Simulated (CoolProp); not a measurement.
20 sccm (0 °C, 1 atm) of nitrogen bubbles through liquid isohexane at 291.9 K and leaves saturated at a total pressure of 0.15 MPa (ideal gas phase). Each further row changes one setting.

Computed with CoolProp (reference Helmholtz-energy equation of state, Lemmon 2006). It is a short technical equation, of lower accuracy than the large ones.

| case | vapour pressure (kPa) | mole fraction of vapour | delivery (mg/min) | delivery (sccm) | change of delivery for a bath 1 K warmer (%) |
|---|---|---|---|---|---|
| as stated | 21.7 | 0.144 | … | … | 5.2 |
| bath temperature 296.9 K | … | … | 16.7 | 4.35 | 5.2 |
| total pressure 0.3 MPa | 21.7 | … | 5.98 | 1.56 | … |

**Question.** What belongs in the gaps?

**Answer.** 
- as stated, delivery (mg/min): 13.0
- as stated, delivery (sccm): 3.37
- bath temperature 296.9 K, vapour pressure (kPa): 26.8
- bath temperature 296.9 K, mole fraction of vapour: 0.179
- total pressure 0.3 MPa, mole fraction of vapour: 0.0722
- total pressure 0.3 MPa, change of delivery for a bath 1 K warmer (%): 4.8
